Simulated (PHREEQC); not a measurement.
**Leach liquor (model solution)**

Solution (45 °C): 0.0018 mol/kgw H2SO4, 0.0013 mol/kgw ZnSO4 and 0.0045 mol/kgw MgSO4. Closed to the air; pH follows from the charge balance.

Computed with PHREEQC (ion-association model, wateq4f.dat).

This is a speciation only: nothing precipitates in the calculation.

Problem. Estimate the pH, ionic strength.

Solution. pH 2.65; ionic strength 0.0183 mol/kgw.

Problem. In which forms is S present?

Solution. SO4-2 59 %, MgSO4 22 %, HSO4- 14 %, ZnSO4 5.0 % of the S.

Complexes and solids missing from the database can't appear. Away from 25 °C the constants follow the database's enthalpies or fits; those with neither stay at their 25 °C values.
